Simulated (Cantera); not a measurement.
An isothermal, constant-pressure homogeneous reactor starts with H2 : O2 : N2 = 1.8 : 1 : 11 (molar parts), equivalence ratio 0.90, at 750 K and 750 Torr. Integrator tolerance rtol = 1e-08.

Detailed kinetics in Cantera: GRI-Mech 3.0 (53 species, 325 reactions). Below about 950 K walls govern HO2 and H2O2 in real vessels. The temperature is held fixed by assumption; the heat of reaction is taken as removed at once.

**Question.** What does this change do: temperature 750 to 1275 K?

**Answer.** 
```tsv
quantity	before	after
x(H2) at 20.0 s	0.130 (gas-phase equilibrium <1e-12)	8.81e-8 (gas-phase equilibrium 8.83e-8)
x(O2) at 20.0 s	0.0725 (gas-phase equilibrium 0.00775)	0.00774 (gas-phase equilibrium 0.00772)
x(OH) at 20.0 s	<1e-12 (gas-phase equilibrium 8.93e-11)	4.06e-6 (gas-phase equilibrium 4.05e-6)
x(NO) at 20.0 s	<1e-12 (gas-phase equilibrium 1.61e-7)	1.27e-5 (gas-phase equilibrium 6.72e-5)
x(O) at 20.0 s	<1e-12 (gas-phase equilibrium <1e-12)	9.89e-9 (gas-phase equilibrium 9.87e-9)
```
